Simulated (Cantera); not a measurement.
A perfectly stirred reactor is fed with 3.92 % CH₄, 9.91 % O₂, 86.2 % N₂, equivalence ratio 0.79, at 5.00 bar; it is adiabatic with a 575 K inlet, and is followed from long to short residence time, starting on the burning branch (τ in s: 0.039, 0.017, 0.0076, 0.0034, 0.0015, 0.00067, 0.0003, 0.00013, 5.9e-05, 2.6e-05, 1.2e-05, 5.2e-06).

Cantera simulation using GRI-Mech 3.0 (53 species, 325 reactions); the numbers are that mechanism's predictions, not measurements.

**Question.** Predict: blow-out, bracketed by the residence times tried; x(CH₄) at τ = 39.0 ms; x(O₂) at τ = 39.0 ms; x(NO) at τ = 39.0 ms; x(CH₃) at τ = 39.0 ms; x(CO₂) at τ = 39.0 ms; x(CH₄) at τ = 0.300 ms; x(O₂) at τ = 0.300 ms.

**Answer.** 
```
Property                                                                       Value
------------------------------------------------  ----------------------------------
blow-out, bracketed by the residence times tried  burning at 7.60 ms, out at 3.40 ms
x(CH₄) at τ = 39.0 ms                                                        4.77e-5
x(O₂) at τ = 39.0 ms                                                          0.0211
x(NO) at τ = 39.0 ms                                                         1.39e-6
x(CH₃) at τ = 39.0 ms                                                        5.81e-6
x(CO₂) at τ = 39.0 ms                                                         0.0386
x(CH₄) at τ = 0.300 ms                                                        0.0392
x(O₂) at τ = 0.300 ms                                                         0.0991
```
